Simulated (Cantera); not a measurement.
A closed system holds: 1 mol HgO, 0.034 mol H₂, a varied amount of N₂, held at 1098.15 K and 4200 Torr.

Method: chemical equilibrium by Gibbs-energy minimisation in Cantera with the NASA 1993 tables (ideal gas, pure condensed phases). Candidate condensed phases: H₂O, Hg, HgO; 25 gas species. Rates play no part.

log p: log10 of the partial pressure in bar; nothing condenses.

```tsv
n(N₂) (mol)	log p N₂	log p Hg	log p O₂	log p H₂O	log p NO	log p NO₂	log p OH
1.1	0.37	0.33	0.01	-1.14	-3.49	-4.69	-6.08
2.1	0.51	0.19	-0.13	-1.28	-3.49	-4.76	-6.18
4	[?]	[?]	[?]	[?]	-3.54	[?]	[?]
7.6	0.67	-0.21	-0.53	-1.68	-3.62	-5.08	-6.48
14	0.70	-0.44	-0.76	-1.91	-3.71	-5.29	-6.66
27	0.72	[?]	[?]	[?]	[?]	[?]	[?]
52	0.74	-0.98	-1.30	-2.45	-3.97	-5.82	-7.06
```

Question: Fill in the missing entries.

Answer: 
- 4, log p N₂: 0.61
- 4, log p Hg: 0.01
- 4, log p O₂: -0.31
- 4, log p H₂O: -1.46
- 4, log p NO₂: -4.89
- 4, log p OH: -6.32
- 27, log p Hg: -0.71
- 27, log p O₂: -1.02
- 27, log p H₂O: -2.18
- 27, log p NO: -3.84
- 27, log p NO₂: -5.55
- 27, log p OH: -6.85
